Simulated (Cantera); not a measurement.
Charge: 1 mol SiHCl₃, 180 mol N₂, held at 21.0 mbar.

These are equilibrium values from Cantera (NASA tables, ideal gas, pure condensed phases), not measurements of a reactor. Candidate condensed phases: NH₄Cl, Si, Si₃N₄; 28 gas species. N₂ is the only nitrogen source here; it is nearly inert below about 1500 K, so the nitride shown seldom forms there in practice. The tables' values for SiCl₃ are old estimates; treat these amounts as uncertain. Kinetics and transport are ignored.

log p: log10 of the partial pressure in bar; n: condensed amount in mol.

```csv
T (°C),log p N₂,log p HCl,log p SiCl₂,log p SiCl₄,log p SiCl₃,log p H₂,log p Cl,n Si₃N₄(s)
977,-1.68,-3.95,-5.35,-4.28,-5.24,-5.64,-7.52,0.153
1002,-1.68,-3.95,-5.13,-4.30,-5.12,-5.64,-7.34,0.147
1027,-1.68,-3.95,-4.93,-4.34,-5.02,-5.64,-7.17,0.139
1052,-1.68,-3.95,-4.74,-4.39,-4.93,-5.62,-7.01,0.129
1077,-1.68,-3.96,-4.57,-4.45,-4.86,-5.60,-6.86,(withheld)
1102,-1.68,-3.96,-4.42,-4.54,-4.81,-5.57,-6.72,(withheld)
1127,-1.68,-3.96,-4.29,-4.66,-4.79,-5.53,-6.59,(withheld)
1152,-1.68,-3.96,-4.19,-4.82,-4.80,-5.47,-6.48,(withheld)
1177,-1.68,-3.97,-4.11,-5.01,-4.84,-5.40,-6.38,(withheld)
1202,-1.68,-3.98,-4.05,-5.22,-4.90,-5.31,-6.30,(withheld)
1227,-1.68,-3.99,-4.01,-5.46,-4.98,-5.22,-6.22,(withheld)
1252,-1.68,-3.99,-3.98,-5.67,-5.06,-5.17,-6.13,0
1277,-1.68,-3.99,-3.98,-5.77,-5.10,-5.21,-5.98,0
```

Task: Some entries are withheld; supply them.

Result: 
- 1077, n Si₃N₄(s): 0.115
- 1102, n Si₃N₄(s): 0.0973
- 1127, n Si₃N₄(s): 0.0776
- 1152, n Si₃N₄(s): 0.0574
- 1177, n Si₃N₄(s): 0.0384
- 1202, n Si₃N₄(s): 0.0219
- 1227, n Si₃N₄(s): 0.00833
